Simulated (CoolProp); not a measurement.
Vapour pressure (MPa) of fluorine: the reference equation beside estimates from Tc = 144.4 K, pc = 5.240 MPa, ω = 0.045. Clausius-Clapeyron is anchored at 97.2 K with a constant enthalpy of vaporisation of 6.144 kJ/mol.

Computed with CoolProp (reference Helmholtz-energy equation of state, de Reuck 1990).

```
T (K)   reference  Clausius-Clapeyron  Soave-Redlich-Kwong  Peng-Robinson
-----  ----------  ------------------  -------------------  -------------
89.6   (withheld)              0.1776               0.1679         0.1715
92.2       0.2149              0.2242               0.2174         0.2209
94.7       0.2715              0.2770               0.2747         0.2780
97.2       0.3385              0.3385               0.3426     (withheld)
99.7       0.4172              0.4096               0.4224         0.4246
102.2      0.5087              0.4911               0.5153     (withheld)
104.7      0.6141              0.5836               0.6224         0.6224
107.2      0.7347              0.6880               0.7450         0.7435
109.8  (withheld)              0.8100               0.8903     (withheld)
112.3       1.032              0.9410                1.048     (withheld)
114.8       1.206               1.086           (withheld)     (withheld)
117.3       1.400               1.246                1.424          1.414
119.8       1.616               1.421                1.643          1.631
```

**Question.** Fill in the missing entries.

**Answer.** 
- 89.6, reference: 0.1661
- 97.2, Peng-Robinson: 0.3455
- 102.2, Peng-Robinson: 0.5165
- 109.8, reference: 0.8774
- 109.8, Peng-Robinson: 0.8869
- 112.3, Peng-Robinson: 1.043
- 114.8, Soave-Redlich-Kwong: 1.226
- 114.8, Peng-Robinson: 1.218

Absolute difference from the reference over all 13 rows, mean and median: Clausius-Clapeyron 6.1 and 6.4 %, Soave-Redlich-Kwong 1.4 and 1.4 %, Peng-Robinson 1.6 and 1.4 %.
